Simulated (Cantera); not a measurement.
A Cantera script and what it prints.

```python
import numpy as np
import cantera as ct

gas_names = """
    C CO CO2 C2 C2O C3 C3O2 C4 C5 Fe FeC5O5 FeO O O2 O3
""".split()
cond_names = """
    C(gr) Fe(a) Fe(c) Fe(d) Fe(L) FeC5O5(L) FeO(s) FeO(L) Fe2O3(s) Fe3O4(s)
""".split()


def load(file, names, dense=False):
    # The tables refer to 1 bar. Condensed volumes are neglected.
    table = {s.name: s for s in ct.Species.list_from_file(file)}
    out = []
    for n in names:
        d = dict(table[n].input_data)
        d["thermo"] = dict(d["thermo"], **{"reference-pressure": 1e5})
        if dense:
            d["equation-of-state"] = {"model": "constant-volume", "density": "1e6 g/cm^3"}
        out.append(ct.Species.from_dict(d))
    return out


gas = ct.Solution(thermo="ideal-gas", species=load("nasa_gas.yaml", gas_names))
cond = {s.name: ct.Solution(thermo="fixed-stoichiometry", species=[s], name=s.name)
        for s in load("nasa_condensed.yaml", cond_names, dense=True)}
atoms = {
    'Fe3O4': {'Fe': 3, 'O': 4},
    'CO': {'C': 1, 'O': 1},
}
top_T = {'C(gr)': 4500, 'Fe2O3(s)': 1830, 'Fe3O4(s)': 1870}  # K; cautious upper limits of use, not melting points


def equilibrate(T, P, feed):
    n = {}
    for name, mol in feed.items():
        for a, k in atoms[name].items():
            n[a] = n.get(a, 0.0) + k * mol
    gas.TPX = T, P, n
    mass = sum(n.values()) * gas.mean_molecular_weight
    gas.equilibrate("TP")
    valid = [c for c in cond.values() if c.min_temp <= T <= top_T.get(c.name, c.max_temp)]
    mix = ct.Mixture([(gas, mass / gas.mean_molecular_weight)] + [(c, 0.0) for c in valid])
    mix.T, mix.P = T, P
    mix.equilibrate("TP", solver="vcs", rtol=1e-11, max_steps=5000)
    return mix


results = []
feed = {'Fe3O4': 1, 'CO': 2.4}  # mol
for P in [10, 68, 460, 3200, 22000, 150000, 1000000]:
    for T in [1198, 1298, 1398, 1498, 1598, 1698, 1798, 1898, 1998, 2098, 2198, 2298, 2398]:
        mix = equilibrate(T, P, feed)
        results.append((T, P, feed, dict(zip(mix.species_names, mix.species_moles))))

for T, P, feed, n in results:
    print(f"{T:7g} {P:10.4g}  " + (" + ".join(c for c in cond_names if n.get(c, 0) > 1e-12) or "gas only"))
```

It prints:

```
   1198         10  FeO(s)
   1298         10  FeO(s)
   1398         10  FeO(s)
   1498         10  FeO(s)
   1598         10  FeO(s)
   1698         10  FeO(L)
   1798         10  FeO(L)
   1898         10  FeO(L)
   1998         10  FeO(L)
   2098         10  gas only
   2198         10  gas only
   2298         10  gas only
   2398         10  gas only
   1198         68  FeO(s)
   1298         68  FeO(s)
   1398         68  FeO(s)
   1498         68  FeO(s)
   1598         68  FeO(s)
   1698         68  FeO(L)
   1798         68  FeO(L)
   1898         68  FeO(L)
   1998         68  FeO(L)
   2098         68  FeO(L)
   2198         68  FeO(L)
   2298         68  gas only
   2398         68  gas only
   1198        460  FeO(s)
   1298        460  FeO(s)
   1398        460  FeO(s)
   1498        460  FeO(s)
   1598        460  FeO(s)
   1698        460  FeO(L)
   1798        460  FeO(L)
   1898        460  FeO(L)
   1998        460  FeO(L)
   2098        460  FeO(L)
   2198        460  FeO(L)
   2298        460  FeO(L)
   2398        460  FeO(L)
   1198       3200  FeO(s)
   1298       3200  FeO(s)
   1398       3200  FeO(s)
   1498       3200  FeO(s)
   1598       3200  FeO(s)
   1698       3200  FeO(L)
   1798       3200  FeO(L)
   1898       3200  FeO(L)
   1998       3200  FeO(L)
   2098       3200  FeO(L)
   2198       3200  FeO(L)
   2298       3200  FeO(L)
   2398       3200  FeO(L)
   1198    2.2e+04  FeO(s)
   1298    2.2e+04  FeO(s)
   1398    2.2e+04  FeO(s)
   1498    2.2e+04  FeO(s)
   1598    2.2e+04  FeO(s)
   1698    2.2e+04  FeO(L)
   1798    2.2e+04  FeO(L)
   1898    2.2e+04  FeO(L)
   1998    2.2e+04  FeO(L)
   2098    2.2e+04  FeO(L)
   2198    2.2e+04  FeO(L)
   2298    2.2e+04  FeO(L)
   2398    2.2e+04  FeO(L)
   1198    1.5e+05  FeO(s)
   1298    1.5e+05  FeO(s)
   1398    1.5e+05  FeO(s)
   1498    1.5e+05  FeO(s)
   1598    1.5e+05  FeO(s)
   1698    1.5e+05  FeO(L)
   1798    1.5e+05  FeO(L)
   1898    1.5e+05  FeO(L)
   1998    1.5e+05  FeO(L)
   2098    1.5e+05  FeO(L)
   2198    1.5e+05  FeO(L)
   2298    1.5e+05  FeO(L)
   2398    1.5e+05  FeO(L)
   1198      1e+06  FeO(s)
   1298      1e+06  FeO(s)
   1398      1e+06  FeO(s)
   1498      1e+06  FeO(s)
   1598      1e+06  FeO(s)
   1698      1e+06  FeO(L)
   1798      1e+06  FeO(L)
   1898      1e+06  FeO(L)
   1998      1e+06  FeO(L)
   2098      1e+06  FeO(L)
   2198      1e+06  FeO(L)
   2298      1e+06  FeO(L)
   2398      1e+06  FeO(L)
```

These are equilibrium values from Cantera (NASA tables, ideal gas, pure condensed phases), not measurements of a reactor. The tables' stoichiometric FeO is somewhat more stable than real wüstite, so its field is too wide. FeO: taken at fixed stoichiometry.
